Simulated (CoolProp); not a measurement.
A single-stage vapour-compression cycle with ammonia: evaporating at 212.15 K (dew point), condensing at 234.15 K (bubble point), superheat 2 K, subcooling 8 K, compressor efficiency 0.85, no pressure losses. Each further row changes one setting.

Computed with CoolProp (reference Helmholtz-energy equation of state, Gao 2020).

```json
[
 {"case": "as stated", "cooling COP": "7.42", "pressure ratio": "3.70", "discharge temperature (K)": "305.9", "refrigerating effect (kJ/kg)": "1390", "volumetric capacity (kJ/m³)": "274"},
 {"case": "evaporating temperature 217.15 K", "cooling COP": "…", "pressure ratio": "2.67", "discharge temperature (K)": "287.0", "refrigerating effect (kJ/kg)": "…", "volumetric capacity (kJ/m³)": "…"},
 {"case": "condensing temperature 229.15 K", "cooling COP": "9.84", "pressure ratio": "2.82", "discharge temperature (K)": "…", "refrigerating effect (kJ/kg)": "1410", "volumetric capacity (kJ/m³)": "279"},
 {"case": "subcooling 13 K", "cooling COP": "7.53", "pressure ratio": "3.70", "discharge temperature (K)": "305.9", "refrigerating effect (kJ/kg)": "1410", "volumetric capacity (kJ/m³)": "279"},
 {"case": "superheat 12 K", "cooling COP": "7.18", "pressure ratio": "3.70", "discharge temperature (K)": "319.7", "refrigerating effect (kJ/kg)": "1410", "volumetric capacity (kJ/m³)": "265"},
 {"case": "compressor efficiency 0.75", "cooling COP": "…", "pressure ratio": "3.70", "discharge temperature (K)": "…", "refrigerating effect (kJ/kg)": "1390", "volumetric capacity (kJ/m³)": "274"}
]
```

Q: Some entries are withheld; supply them.

A: 
- evaporating temperature 217.15 K, cooling COP: 10.1
- evaporating temperature 217.15 K, refrigerating effect (kJ/kg): 1400
- evaporating temperature 217.15 K, volumetric capacity (kJ/m³): 374
- condensing temperature 229.15 K, discharge temperature (K): 284.8
- compressor efficiency 0.75, cooling COP: 6.54
- compressor efficiency 0.75, discharge temperature (K): 317.5
